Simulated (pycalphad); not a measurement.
**Phase fractions of Al-15.05Mn-7.779Si (wt.%)**

Source of the numbers: pycalphad with the COST 507 light-alloy database (1999); pressure 1 atm. The database dates from 1999; later assessments differ in places, in temperatures and in the compounds included. Amounts are mole fractions of atoms.

| T (K) | liquid | ALMNSI_BETA | ALMNSI_ALPHA | fcc | diamond (Si) |
|---|---|---|---|---|---|
| 1150 | 1.000 | - | - | - | - |
| 1100 | 0.872 | 0.128 | - | - | - |
| 1050 | 0.778 | 0.222 | - | - | - |
| 1000 | 0.615 | - | 0.385 | - | - |
| 950 | 0.569 | - | 0.431 | - | - |
| 900 | 0.542 | - | 0.450 | 0.007 | - |
| 850 | 0.142 | - | 0.460 | 0.399 | - |
| 800 | - | - | 0.461 | 0.521 | 0.018 |
| 750 | - | - | 0.462 | 0.518 | 0.020 |
| 700 | - | - | 0.462 | 0.517 | 0.022 |
| 650 | - | - | 0.462 | 0.515 | 0.023 |
| 600 | - | - | 0.462 | 0.514 | 0.024 |
| 550 | - | - | 0.462 | 0.513 | 0.025 |
| 500 | - | - | 0.462 | 0.512 | 0.026 |

Database names, with the compositions (at.%) that they take in these runs: ALMNSI_BETA: Al 65 Mn 23 Si 11; ALMNSI_ALPHA: Al 70 Mn 17 Si 12.
